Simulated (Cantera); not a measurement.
## Low-pressure radical oxidation in H2/O2

An isothermal, constant-pressure homogeneous reactor starts with H2 : O2 = 0.018 : 1 (molar parts), equivalence ratio 0.0090, at 1100 K and 0.0133 bar.

Cantera simulation using the H2/O2 subset of GRI-Mech 3.0, which has no nitrogen chemistry; the numbers are that mechanism's predictions, not measurements. Radical loss at walls, strong at low pressure, is not modelled.

```
t (s)        x H2   x O2       x O      x OH     x HO2
--------  -------  -----  --------  --------  --------
2.00e-6    0.0177  0.982    <1e-12    <1e-12  4.04e-12
1.04e-5    0.0177  0.982  1.49e-12  1.48e-12  2.11e-11
5.45e-5    0.0177  0.982  3.35e-11  3.19e-11  1.10e-10
0.000284   0.0177  0.982  5.36e-10  4.24e-10  5.78e-10
0.00148    0.0177  0.982   2.11e-8   1.29e-8   3.15e-9
0.00775   0.00803  0.975   0.00566   0.00212   3.15e-6
0.0404    8.89e-5  0.973   0.00837  0.000766   1.91e-6
0.211     1.79e-5  0.980   0.00168  0.000345   9.41e-7
1.10      1.13e-6  0.982  0.000109   8.85e-5   1.83e-7
5.75      6.69e-8  0.982   6.68e-6   2.20e-5   2.00e-8
30.0      6.31e-9  0.982   6.46e-7   6.83e-6   2.64e-9
```
x: mole fraction; the columns are a selection and need not sum to one.

Equilibrium at this temperature and pressure: H2 2.07e-10, O2 0.982, O 2.16e-8, OH 1.25e-6, HO2 1.82e-9 (gas phase only).
